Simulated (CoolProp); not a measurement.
Properties of the fluoroketone C6F12O (FK-5-1-12) along the isobar 6630 kPa (Tc = 441.8 K, pc = 1869 kPa, ω = 0.471).

The numbers come from the reference Helmholtz-energy equation of state, McLinden 2015 in CoolProp.

```
T (K)          phase  density (kg/m³)  cp (kJ/(kg K))  cv (kJ/(kg K))  Joule-Thomson coefficient (K/MPa)  isothermal compressibility (1/MPa)
-----  -------------  ---------------  --------------  --------------  ---------------------------------  ----------------------------------
413.1         liquid             1277           1.199          0.9826                             0.1193                             0.01226
425.5         liquid             1231           1.217          0.9958                             0.2219                             0.01530
437.9         liquid             1182           1.237           1.009                             0.3501                             0.01935
450.3  supercritical             1130           1.258           1.022                             0.5104                             0.02478
462.8  supercritical             1074           1.280           1.035                             0.7103                             0.03212
475.2  supercritical             1016           1.301           1.048                             0.9476                             0.04164
487.6  supercritical            954.9           1.317           1.061                              1.215                             0.05351
500    supercritical            893.4           1.328           1.072                              1.493                             0.06725
```
